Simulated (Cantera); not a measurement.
Charge: 1 mol BCl3, 1.7 mol O2, 150 mol N2, equilibrated at 1123 K and 0.00730 bar.

Method: chemical equilibrium by Gibbs-energy minimisation in Cantera with the NASA 1993 tables (ideal gas, pure condensed phases). Candidate condensed phases: B, BN, B2O3; 25 gas species. The numbers say what is thermodynamically allowed, not how fast it happens.

Base state: N2 0.983, Cl2 0.00873, O2 0.00621, Cl 0.00219, NO 2.00e-5 (mole fractions); condensed: B2O3(l).

### Question
What changes in the equilibrium state with this change: temperature from 1123 K to 873 K?

### Answer
| species | before | after |
|---|---|---|
| N2 | 0.983 | 0.984 |
| Cl2 | 0.00873 | 0.00981 |
| O2 | 0.00621 | 0.00623 |
| Cl | 0.00219 | 5.14e-5 |
| NO | 2.00e-5 | 1.22e-6 |
| B2O3(l), mol | 0.500 | 0.500 |
